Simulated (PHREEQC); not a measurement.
A solution holds 0.064 mol/kgw NH3, at 60 °C. Closed to the air; pH follows from the charge balance.

Computed with PHREEQC (ion-association model, phreeqc.dat).

Precipitation was switched off in this run.

Problem. Predict the pH, specific conductance, ionic strength.

Solution. pH 10.05; specific conductance 571 µS/cm; ionic strength 0.00113 mol/kgw.

Problem. In which forms is N present?

Solution. NH3 98 %, NH4+ 1.8 % of the N.

Constants without temperature data keep their 25 °C values here.
